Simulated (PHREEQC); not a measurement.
Dissolve 0.097 mol/kgw KHCO3 and 0.019 mol/kgw NH4HSO4 at 25 °C. Closed to the air; pH follows from the charge balance.

The numbers come from PHREEQC with the ion-association model, phreeqc.dat.

```
Item                         Result
--------------------  -------------
pH                             6.84
ionic strength        0.126 mol/kgw
specific conductance    11200 µS/cm
density                 1.004 g/cm³
total alkalinity        78.0 meq/kg
```

| species | molality | activity | log γ |
|---|---|---|---|
| K+ | 0.0938 | 0.0700 | -0.127 |
| HCO3- | 0.0778 | 0.0603 | -0.111 |
| CO2 | 0.0191 | 0.0197 | 0.013 |
| NH4+ | 0.0179 | 0.0129 | -0.140 |
| SO4-2 | 0.0147 | 0.00506 | -0.463 |
| KSO4- | 0.00322 | 0.00249 | -0.111 |
| NH4SO4- | 0.00110 | 0.000842 | -0.114 |
| CO3-2 | 5.45e-5 | 1.96e-5 | -0.445 |
| NH3 | 4.95e-5 | 5.10e-5 | 0.013 |
| (CO2)2 | 6.89e-6 | 7.09e-6 | 0.013 |
| H+ | 1.77e-7 | 1.45e-7 | -0.088 |
| OH- | 9.38e-8 | 6.98e-8 | -0.129 |

This is a speciation only: nothing precipitates in the calculation. Complexes and solids missing from the database can't appear. Carbamate, which ammonia and carbonate form, is missing from the database.
